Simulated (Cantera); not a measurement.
A closed system holds: 1 mol HF, 0.059 mol O2, equilibrated at 0.970 bar.

Cantera equilibrium calculation (NASA polynomials, part measured and part estimated; ideal gas, pure solids and liquids). Candidate condensed phases: H2O; 22 gas species. Kinetics and transport are ignored. All values below are at 2650 °C.

Base state: HF 0.905, O2 0.0402, F 0.0213, O 0.0176, OH 0.00649, H2O 0.00475, H 0.00361, H2 0.000826 (mole fractions); condensed: gas only.

Q: What changes in the equilibrium state with this change: HF replaced by H2S?

A: 
```csv
species,before,after
H2,0.000826,0.459
S2,0,0.191
S,0,0.0890
HF,0.905,0
SH,0,0.0852
SO,0,0.0264
F,0.0213,0
H2S,0,0.0210
O2,0.0402,8.60e-6
O,0.0176,0.000257
H,0.00361,0.0853
H2O,0.00475,0.0386
SO2,0,0.00168
S2O,0,0.000488
OH,0.00649,0.00224
```
Further candidate phases: H2SO4, S.
